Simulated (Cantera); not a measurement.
**Silicon nitride deposition: SiCl₄ + N₂ + H₂**

A closed system holds: 1 mol SiCl₄, 0.36 mol N₂, 0.72 mol H₂, held at 750 Torr.

Method: chemical equilibrium by Gibbs-energy minimisation in Cantera with the NASA 1993 tables (ideal gas, pure condensed phases). Candidate condensed phases: NH₄Cl, Si, Si₃N₄; 28 gas species. N₂ is the only nitrogen source here; it is nearly inert below about 1500 K, so the nitride shown seldom forms there in practice. The tables' values for SiCl₃ are old estimates; treat these amounts as uncertain. Equilibrium is a limit: real reactors are often held back by kinetics, nucleation or transport.

```json
[
 {"T (K)": "750", "log p SiCl₄": "-0.39", "log p HCl": "-0.60", "log p H₂": "-0.67", "log p N₂": "-0.89", "log p SiCl₃": "-7.09", "log p SiHCl₃": "-3.80", "log p SiCl₂": "-11.53", "n Si₃N₄(s)": "0.0442"},
 {"T (K)": "800", "log p SiCl₄": "-0.39", "log p HCl": "-0.57", "log p H₂": "-0.69", "log p N₂": "-0.90", "log p SiCl₃": "-6.37", "log p SiHCl₃": "-3.55", "log p SiCl₂": "-10.29", "n Si₃N₄(s)": "0.0471"},
 {"T (K)": "850", "log p SiCl₄": "-0.40", "log p HCl": "-0.55", "log p H₂": "-0.70", "log p N₂": "-0.91", "log p SiCl₃": "-5.73", "log p SiHCl₃": "-3.33", "log p SiCl₂": "-9.20", "n Si₃N₄(s)": "0.0497"},
 {"T (K)": "900", "log p SiCl₄": "-0.40", "log p HCl": "-0.53", "log p H₂": "-0.72", "log p N₂": "-0.92", "log p SiCl₃": "-5.16", "log p SiHCl₃": "-3.14", "log p SiCl₂": "-8.23", "n Si₃N₄(s)": "0.0520"},
 {"T (K)": "950", "log p SiCl₄": "-0.41", "log p HCl": "-0.52", "log p H₂": "-0.73", "log p N₂": "-0.93", "log p SiCl₃": "-4.65", "log p SiHCl₃": "-2.96", "log p SiCl₂": "-7.37", "n Si₃N₄(s)": "0.0540"},
 {"T (K)": "1000", "log p SiCl₄": "-0.41", "log p HCl": "-0.50", "log p H₂": "-0.75", "log p N₂": "-0.93", "log p SiCl₃": "-4.19", "log p SiHCl₃": "-2.81", "log p SiCl₂": "-6.59", "n Si₃N₄(s)": "0.0558"},
 {"T (K)": "1050", "log p SiCl₄": "-0.41", "log p HCl": "-0.49", "log p H₂": "-0.76", "log p N₂": "-0.94", "log p SiCl₃": "-3.78", "log p SiHCl₃": "-2.67", "log p SiCl₂": "-5.89", "n Si₃N₄(s)": "0.0573"},
 {"T (K)": "1100", "log p SiCl₄": "-0.42", "log p HCl": "-0.48", "log p H₂": "-0.77", "log p N₂": "-0.95", "log p SiCl₃": "-3.41", "log p SiHCl₃": "-2.54", "log p SiCl₂": "-5.26", "n Si₃N₄(s)": "0.0586"},
 {"T (K)": "1150", "log p SiCl₄": "-0.42", "log p HCl": "-0.47", "log p H₂": "-0.78", "log p N₂": "-0.95", "log p SiCl₃": "-3.07", "log p SiHCl₃": "-2.43", "log p SiCl₂": "-4.68", "n Si₃N₄(s)": "0.0597"},
 {"T (K)": "1200", "log p SiCl₄": "-0.43", "log p HCl": "-0.46", "log p H₂": "-0.79", "log p N₂": "-0.95", "log p SiCl₃": "-2.76", "log p SiHCl₃": "-2.32", "log p SiCl₂": "-4.15", "n Si₃N₄(s)": "0.0606"},
 {"T (K)": "1250", "log p SiCl₄": "-0.43", "log p HCl": "-0.45", "log p H₂": "-0.80", "log p N₂": "-0.96", "log p SiCl₃": "-2.47", "log p SiHCl₃": "-2.23", "log p SiCl₂": "-3.66", "n Si₃N₄(s)": "0.0611"},
 {"T (K)": "1300", "log p SiCl₄": "-0.44", "log p HCl": "-0.45", "log p H₂": "-0.81", "log p N₂": "-0.96", "log p SiCl₃": "-2.21", "log p SiHCl₃": "-2.14", "log p SiCl₂": "-3.22", "n Si₃N₄(s)": "0.0613"},
 {"T (K)": "1350", "log p SiCl₄": "-0.45", "log p HCl": "-0.44", "log p H₂": "-0.83", "log p N₂": "-0.96", "log p SiCl₃": "-1.98", "log p SiHCl₃": "-2.07", "log p SiCl₂": "-2.81", "n Si₃N₄(s)": "0.0607"},
 {"T (K)": "1400", "log p SiCl₄": "-0.46", "log p HCl": "-0.44", "log p H₂": "-0.84", "log p N₂": "-0.95", "log p SiCl₃": "-1.76", "log p SiHCl₃": "-2.00", "log p SiCl₂": "-2.43", "n Si₃N₄(s)": "0.0592"}
]
```
log p: log10 of the partial pressure in bar; n: condensed amount in mol.

From 750 K to 1400 K the condensed part is Si₃N₄(s). The main Si-bearing gas is SiCl₄ throughout. The share of Si in condensed phases is highest at 1300 K (18.4 %) and lowest at 750 K (13.3 %).
